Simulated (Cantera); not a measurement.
Input: 1 mol HBr, 0.63 mol O2, at 948 K and 0.0800 bar.

Method: chemical equilibrium by Gibbs-energy minimisation in Cantera with the NASA 1993 tables (ideal gas, pure condensed phases). Candidate condensed phases: Br2, H2O; 12 gas species. Rates play no part.

Base state: H2O 0.356, Br2 0.353, O2 0.276, HBr 0.00809, Br 0.00631 (mole fractions); condensed: gas only.

Task: What changes in the equilibrium state with this change: temperature from 948 K to 2698 K?

Result: 
| species | before | after |
|---|---|---|
| Br | 0.00631 | 0.458 |
| O2 | 0.276 | 0.175 |
| H2O | 0.356 | 0.165 |
| Br2 | 0.353 | 0.000141 |
| O | <1e-9 | 0.0530 |
| H | <1e-9 | 0.0283 |
| H2 | <1e-9 | 0.0202 |
| OH | 1.50e-7 | 0.0592 |
| HBr | 0.00809 | 0.0406 |
| HO2 | <1e-9 | 1.38e-5 |

Task: What changes in the equilibrium state with this change: O2 from 0.63 to 0.019 mol?

Result: 
| species | before | after |
|---|---|---|
| HBr | 0.00809 | 0.923 |
| H2O | 0.356 | 0.0380 |
| Br2 | 0.353 | 0.0369 |
| O2 | 0.276 | <1e-9 |
| Br | 0.00631 | 0.00204 |

Task: What changes in the equilibrium state with this change: O2 from 0.63 to 0.021 mol?

Result: 
```
species   before    after
-------  -------  -------
HBr      0.00809    0.915
H2O        0.356   0.0420
Br2        0.353   0.0409
O2         0.276    <1e-9
Br       0.00631  0.00215
```
